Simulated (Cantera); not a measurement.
Mixture: CH4 : O2 : N2 : H2O = 1 : 4.08 : 15.3 : 3.5 (molar parts), at 12000 Torr, adiabatic and at constant pressure. Ignition delay is the time to a rise of 400 K.

Computed with Cantera and GRI-Mech 3.0 (53 species, 325 reactions). The pressure lies above the range GRI-Mech 3.0 was tuned for (to about 10 atm).

Question: What does this change do: pressure from 12000 Torr to 5100 Torr?

Answer: 
```tsv
quantity	before	after
delay at 1200 K	2.53 ms	5.93 ms
delay at 1250 K	1.40 ms	3.28 ms
delay at 1300 K	0.805 ms	1.88 ms
delay at 1350 K	0.480 ms	1.10 ms
delay at 1400 K	0.294 ms	0.663 ms
delay at 1450 K	0.184 ms	0.405 ms
delay at 1500 K	0.117 ms	0.251 ms
apparent activation energy between 1400 and 1500 K	160 kJ/mol	170 kJ/mol
```

Question: What does this change do: pressure from 12000 Torr to 750 Torr?

Answer: 
```json
[
 {"quantity": "delay at 1200 K", "before": "2.53 ms", "after": "41.5 ms"},
 {"quantity": "delay at 1250 K", "before": "1.40 ms", "after": "21.3 ms"},
 {"quantity": "delay at 1300 K", "before": "0.805 ms", "after": "11.3 ms"},
 {"quantity": "delay at 1350 K", "before": "0.480 ms", "after": "6.11 ms"},
 {"quantity": "delay at 1400 K", "before": "0.294 ms", "after": "3.41 ms"},
 {"quantity": "delay at 1450 K", "before": "0.184 ms", "after": "1.96 ms"},
 {"quantity": "delay at 1500 K", "before": "0.117 ms", "after": "1.16 ms"},
 {"quantity": "apparent activation energy between 1400 and 1500 K", "before": "160 kJ/mol", "after": "190 kJ/mol"}
]
```
